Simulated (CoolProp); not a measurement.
Model: reference Helmholtz-energy equation of state, Thol 2015, in CoolProp.

Question: For octamethylcyclotetrasiloxane (D4), give the phase and the cp (kJ/(kg K)), expansivity (1/kK) at 336.9 K and 8.42 bar.

Answer: 
- 336.9 K and 8.42 bar: liquid; cp 1.74, expansivity 1.27
